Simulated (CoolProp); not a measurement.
Properties of methanol along the isobar 0.372 MPa.

Computed with CoolProp (reference Helmholtz-energy equation of state, de Reuck 1993).

```csv
T (°C),phase,cv (kJ/(kg K)),speed of sound (m/s),Joule-Thomson coefficient (K/MPa),viscosity (µPa s),fugacity coefficient
15.55,liquid,2.056,1133,-0.3352,627,0.02727
21.45,liquid,2.088,1113,-0.3281,574,0.03755
27.35,liquid,2.121,1094,-0.3204,526,0.05097
33.25,liquid,2.155,1076,-0.3123,485,0.06826
39.15,liquid,2.190,1057,-0.3036,447,0.09025
45.05,liquid,2.225,1039,-0.2944,414,0.1179
50.95,liquid,2.262,1021,-0.2847,384,0.1523
56.85,liquid,2.299,1003,-0.2744,358,0.1946
62.75,liquid,2.336,984.4,-0.2634,333,0.2462
68.65,liquid,2.374,966.2,-0.2519,311,0.3084
74.55,liquid,2.412,947.9,-0.2396,292,0.3828
80.45,liquid,2.451,929.3,-0.2267,273,0.4709
86.35,liquid,2.489,910.5,-0.2128,257,0.5746
92.25,liquid,2.528,891.4,-0.1981,241,0.6955
98.15,liquid,2.567,871.8,-0.1824,227,0.8355
104.05,gas,3.264,319.6,73.27,12.0,0.9309
```

Viscosity comes from a separate model (Xiang 2006).
